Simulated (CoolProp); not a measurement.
Saturation properties of octamethylcyclotetrasiloxane (D4) (Tc = 586.5 K, pc = 1.347 MPa, ω = 0.598).

Computed with CoolProp (reference Helmholtz-energy equation of state, Thol 2015).

| T (K) | p (MPa) | enthalpy of vaporisation (kJ/kg) | liquid cp (kJ/(kg K)) |
|---|---|---|---|
| 413.2 | 0.03697 | 144.4 | 1.908 |
| 418.1 | 0.04302 | 142.6 | 1.920 |
| 423 | ? | 140.8 | 1.932 |
| 427.9 | 0.05749 | 139.0 | 1.944 |
| 432.8 | 0.06604 | 137.1 | 1.956 |
| 437.7 | 0.07556 | 135.2 | 1.968 |
| 442.6 | 0.08612 | 133.4 | 1.980 |
| 447.5 | 0.09780 | 131.4 | 1.993 |
| 452.4 | 0.1107 | ? | 2.005 |
| 457.3 | 0.1248 | 127.5 | ? |
| 462.2 | 0.1403 | 125.5 | 2.031 |
| 467.1 | ? | 123.4 | 2.044 |
| 472.1 | ? | 121.3 | 2.058 |
| 477 | 0.1964 | 119.1 | 2.072 |

Problem. Some entries are withheld; supply them.

Solution. 
- 423, p (MPa): 0.04984
- 452.4, enthalpy of vaporisation (kJ/kg): 129.5
- 457.3, liquid cp (kJ/(kg K)): 2.018
- 467.1, p (MPa): 0.1573
- 472.1, p (MPa): 0.1762

It boils at 448.9 K under 1 atm.
